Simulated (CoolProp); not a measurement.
Vapour-liquid equilibrium of ethylene (1) + n-butane (2) at 0.0306 MPa; x and y are mole fractions of (1).

Model: multi-fluid Helmholtz-energy mixture model, Smukala 2000 and Bücker 2006; pair parameters Bell 2016, in CoolProp.

```csv
x,bubble temperature (°C),y at the bubble point,dew temperature at overall composition x (°C),liquid density (mol/L)
0.05,-76.0,0.951,-29.4,11.90
0.2,-98.6,0.995,-32.8,13.17
0.35,-105.4,0.998,-36.8,14.32
0.5,-110.3,0.999,-41.7,15.59
0.65,-114.5,1.000,-47.9,17.03
0.8,-118.2,1.000,-56.9,18.66
0.95,-121.0,1.000,-75.8,20.48
```

No azeotrope shows between x = 0.05 and 0.95.

The pair parameters rest on a limited set of measurements; away from them the model extrapolates. The gap from Raoult's law changes sign with composition, which may be real or a fault of the pair parameters; it wasn't checked against measurements.
